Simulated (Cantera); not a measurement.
A Cantera script and what it prints.

```python
import numpy as np
import cantera as ct

gas_names = """
    F F2 H HF H2 H2F2 H3F3 H4F4 H5F5 H6F6 H7F7 N NF NF2 NF3 NH NH2 NH3 N2 N2H2 N2H4 Si SiF SiF2 SiF3
    SiF4 SiH SiHF3 SiH2 SiH2F2 SiH3 SiH3F SiH4 SiN Si2 Si2N Si3
""".split()
cond_names = """
    Si(cr) Si(L) Si3N4(a)
""".split()


def load(file, names, dense=False):
    # The tables refer to 1 bar. Condensed volumes are neglected.
    table = {s.name: s for s in ct.Species.list_from_file(file)}
    out = []
    for n in names:
        d = dict(table[n].input_data)
        d["thermo"] = dict(d["thermo"], **{"reference-pressure": 1e5})
        if dense:
            d["equation-of-state"] = {"model": "constant-volume", "density": "1e6 g/cm^3"}
        out.append(ct.Species.from_dict(d))
    return out


gas = ct.Solution(thermo="ideal-gas", species=load("nasa_gas.yaml", gas_names))
cond = {s.name: ct.Solution(thermo="fixed-stoichiometry", species=[s], name=s.name)
        for s in load("nasa_condensed.yaml", cond_names, dense=True)}
atoms = {
    'Si': {'Si': 1},
    'NF3': {'N': 1, 'F': 3},
    'H2': {'H': 2},
}
top_T = {'Si3N4(a)': 2400}  # K; cautious upper limits of use, not melting points


def equilibrate(T, P, feed):
    n = {}
    for name, mol in feed.items():
        for a, k in atoms[name].items():
            n[a] = n.get(a, 0.0) + k * mol
    gas.TPX = T, P, n
    mass = sum(n.values()) * gas.mean_molecular_weight
    gas.equilibrate("TP")
    valid = [c for c in cond.values() if c.min_temp <= T <= top_T.get(c.name, c.max_temp)]
    mix = ct.Mixture([(gas, mass / gas.mean_molecular_weight)] + [(c, 0.0) for c in valid])
    mix.T, mix.P = T, P
    mix.equilibrate("TP", solver="vcs", rtol=1e-11, max_steps=5000)
    return mix


results = []
feed = {'Si': 1, 'NF3': 0.61, 'H2': 11}  # mol
T = 1423.15  # K
P = 4200  # Pa
mix = equilibrate(T, P, feed)
results.append((T, P, feed, dict(zip(mix.species_names, mix.species_moles))))
print(gas.report(threshold=1e-05))
for i in range(1, mix.n_phases):
    print(f"{mix.phase(i).name:16s} {mix.phase_moles(i):12.5e} mol")
```

It prints:

```
       temperature   1423.2 K
          pressure   4200 Pa
           density   0.0021934 kg/m^3
  mean mol. weight   6.1795 kg/kmol
   phase of matter   gas

                          1 kg             1 kmol
                     ---------------   ---------------
          enthalpy       -4.1859e+06       -2.5867e+07  J
   internal energy       -6.1007e+06         -3.77e+07  J
           entropy             34958        2.1603e+05  J/K
    Gibbs function       -5.3937e+07       -3.3331e+08  J
 heat capacity c_p            5651.7             34925  J/K
 heat capacity c_v            4306.2             26610  J/K

                      mass frac. Y      mole frac. X     chem. pot. / RT
                     ---------------   ---------------   ---------------
                 H        5.1758e-06         3.173e-05           -10.834
                HF         0.0061636         0.0019038           -56.098
                H2           0.31142           0.95458           -21.667
                N2          0.001037        0.00022875           -37.405
              SiF2          0.015556         0.0014547           -94.986
              SiF3           0.11121         0.0080771           -140.25
              SiF4           0.49539          0.029413           -185.52
             SiHF3          0.056337          0.004044           -151.08
            SiH2F2         0.0028375        0.00025749           -116.65
     [  +28 minor]        4.3694e-05        5.6954e-06

Si(cr)            4.97245e-02 mol
Si3N4(a)          1.51186e-01 mol
```

These are equilibrium values from Cantera (NASA tables, ideal gas, pure condensed phases), not measurements of a reactor. Mutual solubility and eutectic melting of coexisting phases are not modelled. The tables' values for SiF3, SiF2 are old estimates; treat these amounts as uncertain.
